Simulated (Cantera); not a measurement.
Feed: 1 mol SiH2Cl2, 10 mol H2, 0.65 mol Cl2, equilibrated at 60.8 Torr.

Equilibrium computed with Cantera from the NASA thermochemical tables; the gas is ideal and each condensed phase is pure. Candidate condensed phases: Si; 19 gas species. The tables' values for SiCl3 are old estimates; treat these amounts as uncertain. Kinetics and transport are ignored.

x: gas mole fraction; n: condensed amount in mol.

```csv
T (K),x H2,x HCl,x SiCl4,x SiCl2,x SiHCl3,x SiCl3,n Si(s)
875,0.921,0.00552,0.0535,4.22e-5,0.0195,0.000198,0.129
925,0.918,0.00930,0.0527,0.000136,0.0189,0.000425,0.141
975,0.914,0.0148,0.0513,0.000385,0.0182,0.000835,0.156
1025,0.908,0.0223,0.0492,0.000973,0.0173,0.00151,0.176
1075,0.901,0.0320,0.0460,0.00222,0.0161,0.00254,0.198
1125,0.891,0.0440,0.0415,0.00460,0.0146,0.00394,0.220
1175,0.879,0.0578,0.0357,0.00868,0.0128,0.00563,0.238
1225,0.865,0.0727,0.0287,0.0149,0.0106,0.00735,0.247
1275,0.851,?,?,?,?,0.00867,0.245
1325,0.838,?,?,?,?,0.00916,0.233
1375,0.827,0.110,0.00823,0.0420,0.00396,0.00868,0.214
```

Task: Fill in the missing entries.

Result: 
- 1275, x HCl: 0.0874
- 1275, x SiCl4: 0.0210
- 1275, x SiCl2: 0.0232
- 1275, x SiHCl3: 0.00827
- 1325, x HCl: 0.100
- 1325, x SiCl4: 0.0139
- 1325, x SiCl2: 0.0328
- 1325, x SiHCl3: 0.00595
